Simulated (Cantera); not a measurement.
Mixture: CH4 : O2 : N2 = 1 : 3.17 : 8.57 (molar parts), at 30.6 atm, adiabatic and at constant volume. Ignition delay is the time to a rise of 400 K.

Cantera simulation using GRI-Mech 3.0 (53 species, 325 reactions); the numbers are that mechanism's predictions, not measurements. The pressure lies above the range GRI-Mech 3.0 was tuned for (to about 10 atm).

Task: What does this change do: 0.06 parts C2H6 added?

Result: 
```json
[
 {"quantity": "delay at 1273 K", "before": "0.370 ms", "after": "0.191 ms"},
 {"quantity": "delay at 1473 K", "before": "51.4 µs", "after": "28.1 µs"},
 {"quantity": "delay at 1673 K", "before": "10.6 µs", "after": "5.91 µs"},
 {"quantity": "delay at 1873 K", "before": "2.88 µs", "after": "1.68 µs"},
 {"quantity": "delay at 2073 K", "before": "0.996 µs", "after": "0.635 µs"},
 {"quantity": "apparent activation energy between 1973 and 2173 K", "before": "170 kJ/mol", "after": "150 kJ/mol"}
]
```

Task: What does this change do: pressure from 30.6 atm to 7.01 atm?

Result: 
```csv
quantity,before,after
delay at 1273 K,0.370 ms,1.64 ms
delay at 1473 K,51.4 µs,0.195 ms
delay at 1673 K,10.6 µs,35.9 µs
delay at 1873 K,2.88 µs,9.73 µs
delay at 2073 K,0.996 µs,3.51 µs
apparent activation energy between 1973 and 2173 K,170 kJ/mol,160 kJ/mol
```
